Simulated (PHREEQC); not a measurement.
HF is added in steps, without added water, to 1 kg of water holding 1.3 mmol/kgw NH4HF2, 0.74 mmol/kgw (NH4)2SiF6 and 34 mmol/kgw H3BO3, at 25 °C. Oxygen is held at 0.21 atm. The system is closed to CO2. Solids allowed: Chalcedony. Others were left out.

Base run: PHREEQC, ion-association model, phreeqc.dat. Each further column changes one thing. The table gives pH.

| HF added (mol) | base | 0.0062 mol/kgw NaCl added | temperature from 25 to 90 °C | (NH4)2SiF6 from 0.00074 to 0.000814 mol/kgw |
|---|---|---|---|---|
| 0 | 3.49 | 3.48 | 3.61 | 3.49 |
| 0.0004875 | 3.43 | 3.42 | 3.54 | 3.43 |
| 0.000975 | 3.37 | 3.36 | 3.48 | 3.37 |
| 0.001463 | 3.31 | 3.31 | 3.43 | 3.31 |
| 0.00195 | 3.26 | 3.26 | 3.37 | 3.26 |
| 0.002437 | 3.21 | 3.21 | 3.33 | 3.21 |
| 0.002763 | 3.18 | 3.18 | 3.30 | 3.18 |
| 0.00325 | 3.14 | 3.13 | 3.25 | 3.14 |
| 0.003737 | 3.09 | 3.09 | 3.21 | 3.10 |
| 0.004225 | 3.05 | 3.05 | 3.18 | 3.06 |
| 0.004712 | 3.02 | 3.02 | 3.14 | 3.02 |
| 0.0052 | 2.98 | 2.98 | 3.11 | 2.98 |

SiF6-2 is the database's only silicon fluoride. Real BF4- forms and hydrolyses slowly; the run takes it at equilibrium. Constants without temperature data keep their 25 °C values here. Solids allowed in the column '0.0062 mol/kgw NaCl added': Chalcedony, Halite.
